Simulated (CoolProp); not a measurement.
n-nonane along the isotherm 600 K: density (kg/m³) from the reference equation and from simpler models built on Tc = 594.5 K, pc = 2282 kPa, ω = 0.443; each cubic takes its own stable root.

Values from CoolProp's reference Helmholtz-energy equation of state, Lemmon 2006. It is a short technical equation, of lower accuracy than the large ones.

| p (kPa) | phase | reference |
|---|---|---|
| 36.1 | gas | 0.9331 |
| 64.2 | gas | 1.666 |
| 114 | gas | 2.982 |
| 203 | gas | 5.384 |
| 361 | gas | 9.829 |
| 642 | gas | 18.40 |
| 1140 | gas | 36.50 |
| 2030 | gas | 92.58 |
| 3610 | supercritical | 385.8 |
| 6420 | supercritical | 436.9 |
| 11400 | supercritical | 476.4 |

Question: How far does each simpler model (van der Waals, Soave-Redlich-Kwong, Peng-Robinson) lie from the reference over these 11 states: mean and median of the absolute difference, and the worst?

Answer: 
- van der Waals: mean 10.4 %, median 1.6 %, worst -34.0 % at 600 K and 3610 kPa
- Soave-Redlich-Kwong: mean 5.5 %, median 0.5 %, worst -21.9 % at 600 K and 3610 kPa
- Peng-Robinson: mean 2.6 %, median 0.7 %, worst -13.6 % at 600 K and 3610 kPa
